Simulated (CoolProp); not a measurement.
The fluid at 293.15 K and 7.3 MPa flows at 3.6 m/s in a round tube of 6 mm bore and 1.5 µm roughness, fully developed (64/Re and Nu = 3.66 if laminar; Colebrook and Gnielinski if turbulent). The same conditions are run with several fluids, on thermodynamics alone (safety and materials aside).

Model: reference Helmholtz-energy equation of state of each fluid (C2F6 (R116): Lemmon 2006; nitrogen: Span 2000; normal hydrogen: Leachman 2009; oxygen: Schmidt 1985; methane: Setzmann 1991), in CoolProp.

```csv
fluid,Reynolds number,Darcy friction factor,pressure drop (Pa/m),heat-transfer coefficient (W/(m² K)),mass flow (kg/h)
C2F6 (R116),225000,0.0172,___,6710,414
nitrogen,95900,0.0194,1760,946,30.9
normal hydrogen,14100,___,179,1220,2.12
oxygen,___,0.0193,2090,___,___
methane,___,0.0195,___,1400,20.1
```

Problem. Some entries are withheld; supply them.

Solution. 
- C2F6 (R116), pressure drop (Pa/m): 21000
- normal hydrogen, Darcy friction factor: 0.0287
- oxygen, Reynolds number: 98200
- oxygen, heat-transfer coefficient (W/(m² K)): 996
- oxygen, mass flow (kg/h): 36.7
- methane, Reynolds number: 93400
- methane, pressure drop (Pa/m): 1150

Transport values come from each fluid's own correlations; those of C2F6 (R116) are estimates that may be off by 10 % or more.
